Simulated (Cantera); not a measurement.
Feed: 1 mol MgO, 0.86 mol Cl2, equilibrated at 1173 K.

Equilibrium computed with Cantera from the NASA thermochemical tables; the gas is ideal and each condensed phase is pure. Candidate condensed phases: Mg, MgCl2, MgO; 11 gas species. Mutual solubility and eutectic melting of coexisting phases are not modelled. Kinetics and transport are ignored.

log p: log10 of the partial pressure in bar; n: condensed amount in mol.

| P (Pa) | log p Cl2 | log p Cl | log p MgCl2 | log p O2 | log p ClO | n MgO(s) | n MgCl2(l) |
|---|---|---|---|---|---|---|---|
| 1 | -5.81 | -5.36 | -5.57 | -5.87 | -9.67 | 0.640 | 0 |
| 5.20 | -4.77 | -4.83 | -4.87 | -5.17 | -8.80 | 0.696 | 0 |
| 27 | -3.84 | -4.37 | -4.26 | -4.56 | -8.03 | 0.784 | 0 |
| 140 | -3.01 | -3.95 | -3.70 | -4.00 | -7.33 | 0.862 | 0 |
| 720 | -2.23 | -3.56 | -3.18 | -3.48 | -6.69 | 0.915 | 0 |
| 3700 | ___ | ___ | ___ | ___ | ___ | 0.950 | 0 |
| 19000 | ___ | ___ | -2.26 | ___ | ___ | 0.961 | ___ |
| 100000 | -0.05 | -2.48 | -2.26 | -0.98 | -4.35 | 0.834 | 0.161 |

Problem. Some entries are withheld; supply them.

Solution. 
- 19000, log p Cl2: -0.75
- 19000, log p Cl: -2.82
- 19000, log p O2: -2.37
- 19000, log p ClO: -5.39
- 19000, n MgCl2(l): 0.0142
- 3700, log p Cl2: -1.48
- 3700, log p Cl: -3.19
- 3700, log p MgCl2: -2.68
- 3700, log p O2: -2.98
- 3700, log p ClO: -6.06
